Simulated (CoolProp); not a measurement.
Properties of sulfur hexafluoride at several states.

Computed with CoolProp (reference Helmholtz-energy equation of state, Guder 2009).

```csv
T (°C),p (MPa),phase,density (kg/m³),cv (kJ/(kg K)),expansivity (1/kK),viscosity (µPa s),Prandtl number
156.95,0.0119,gas,0.4862,0.7691,2.328,20.9,0.763
110.75,2.84,gas,151.4,0.7400,4.408,20.8,0.816
80.25,1.21,gas,65.36,0.6966,3.747,18.2,0.788
221.15,0.364,gas,13.02,0.8193,2.081,23.7,0.754
```

Viscosity comes from a separate model (Quiñones-Cisneros 2012). Thermal conductivity comes from a separate model (Assael 2012).
